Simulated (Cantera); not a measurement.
A closed system holds: 1 mol (CH3)2SiCl2, 0.0072 mol C3H8, 1.4 mol H2, at 0.430 bar.

Method: chemical equilibrium by Gibbs-energy minimisation in Cantera with the NASA 1993 tables (ideal gas, pure condensed phases). Candidate condensed phases: C, C6H6, C7H8, C8H18, Si, SiC; 109 gas species. The feed counts by its element totals alone. The tables' values for SiCl, SiCl3 are old estimates; treat these amounts as uncertain. Gases not in the tables: Si2H6 and higher silanes. The numbers say what is thermodynamically allowed, not how fast it happens.

log p: log10 of the partial pressure in bar; n: condensed amount in mol.

```csv
T (K),log p H2,log p HCl,log p SiCl4,log p SiCl2,log p H,n C(graphite),n SiC(s)
1175,-0.49,-1.08,-1.71,-4.16,-7.16,1.26,0.740
1325,-0.52,-0.92,-2.04,-3.36,-6.05,1.16,0.857
1475,-0.55,-0.85,…,…,…,1.09,0.924
1625,-0.55,-0.84,-3.11,-2.51,-4.43,1.08,0.936
1775,-0.55,-0.84,-3.68,-2.29,-3.82,1.10,0.921
1925,-0.55,-0.85,-4.19,-2.12,-3.30,1.12,0.894
2075,-0.55,-0.87,-4.66,-1.99,-2.85,1.15,0.863
2225,-0.55,-0.89,…,…,…,1.17,0.828
2375,-0.55,-0.91,-5.47,-1.81,-2.13,1.19,0.788
2525,-0.56,-0.95,-5.84,-1.76,-1.83,1.20,0.724
```

Q: Fill in the missing entries.

A: 
- 1475, log p SiCl4: -2.53
- 1475, log p SiCl2: -2.84
- 1475, log p H: -5.16
- 2225, log p SiCl4: -5.08
- 2225, log p SiCl2: -1.89
- 2225, log p H: -2.46
